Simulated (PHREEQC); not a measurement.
A column of 0.2 m (30 cells, dispersivity 0.007 m, 60 s a shift, diffusion coefficient 3e-10 m²/s) holds 0.12 eq of the database's cation exchanger X per kg of pore water, first in equilibrium with 0.0058 mol/kgw MnCl2, 0.0011 mol/kgw NH4Cl, 0.043 mol/kgw MgCl2 and 1e-05 mol/kgw HCl. It is flushed with 0.097 mol NH4Cl, 0.043 mol CaCl2 and 1e-05 mol HCl per kg of water, at 40 °C. Values are for the last cell. CO2 from the air is kept out. Precipitation was switched off in this run.

Base run: PHREEQC, ion-association model, phreeqc.dat. Each further column changes one thing. The table gives Mn in solution (mol/kgw).

```tsv
pore volumes	base	exchange capacity from 0.12 to 0.06 eq/kgw	dispersivity from 0.007 to 0.014 m
0	0.00580	0.00580	0.00580
0.6833	0.00629	0.00619	0.00668
1.35	0.00541	0.00252	0.00469
2.017	0.000588	0.000126	0.00106
2.683	3.02e-5	3.70e-6	0.000173
3.35	1.27e-6	9.01e-8	2.63e-5
4.017	4.94e-8	2.01e-9	3.92e-6
```

Constants without temperature data keep their 25 °C values here.
